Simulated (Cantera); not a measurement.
An adiabatic, constant-pressure homogeneous reactor starts with CH4 : C2H6 : C3H8 : O2 : N2 = 1 : 0.13 : 0.27 : 6.56 : 24.7 (molar parts), equivalence ratio 0.58, at 1798 K and 188 Torr. Integrator tolerance rtol = 1e-08.

Cantera simulation using GRI-Mech 3.0 (53 species, 325 reactions); the numbers are that mechanism's predictions, not measurements. GRI-Mech 3.0 was tuned for natural gas; its chemistry of propane as a main component is partial and can be far from experiment.

What does this change do: 0.24 parts H2 added?


```
quantity                                                            before                                    after
---------------------------------  ---------------------------------------  ---------------------------------------
time of steepest temperature rise                                  59.5 µs                                  55.8 µs
temperature at 0.300 s                                              2581 K                                   2594 K
equilibrium temperature                                             2581 K                                   2594 K
x(CH4) at 0.300 s                    <1e-12 (gas-phase equilibrium <1e-12)    <1e-12 (gas-phase equilibrium <1e-12)
x(C2H6) at 0.300 s                   <1e-12 (gas-phase equilibrium <1e-12)    <1e-12 (gas-phase equilibrium <1e-12)
x(C3H8) at 0.300 s                   <1e-12 (gas-phase equilibrium <1e-12)    <1e-12 (gas-phase equilibrium <1e-12)
x(CO) at 0.300 s                     0.0177 (gas-phase equilibrium 0.0177)    0.0187 (gas-phase equilibrium 0.0187)
x(HCO) at 0.300 s                  2.94e-9 (gas-phase equilibrium 2.94e-9)  3.45e-9 (gas-phase equilibrium 3.45e-9)
x(C2H) at 0.300 s                    <1e-12 (gas-phase equilibrium <1e-12)    <1e-12 (gas-phase equilibrium <1e-12)
x(NO) at 0.300 s                     0.0152 (gas-phase equilibrium 0.0152)    0.0152 (gas-phase equilibrium 0.0152)
```

What does this change do: initial temperature 1798 to 975 K?


```csv
quantity,before,after
time of steepest temperature rise,59.5 µs,not reached
temperature at 0.300 s,2581 K,976 K
equilibrium temperature,2581 K,2148 K
x(CH4) at 0.300 s,<1e-12 (gas-phase equilibrium <1e-12),0.0305 (gas-phase equilibrium <1e-12)
x(C2H6) at 0.300 s,<1e-12 (gas-phase equilibrium <1e-12),0.00390 (gas-phase equilibrium <1e-12)
x(C3H8) at 0.300 s,<1e-12 (gas-phase equilibrium <1e-12),0.00805 (gas-phase equilibrium <1e-12)
x(CO) at 0.300 s,0.0177 (gas-phase equilibrium 0.0177),1.84e-5 (gas-phase equilibrium 0.00180)
x(HCO) at 0.300 s,2.94e-9 (gas-phase equilibrium 2.94e-9),3.63e-11 (gas-phase equilibrium 2.39e-11)
x(C2H) at 0.300 s,<1e-12 (gas-phase equilibrium <1e-12),<1e-12 (gas-phase equilibrium <1e-12)
x(NO) at 0.300 s,0.0152 (gas-phase equilibrium 0.0152),<1e-12 (gas-phase equilibrium 0.00670)
```
Below about 1000 K GRI-Mech 3.0 lacks low-temperature oxidation paths.
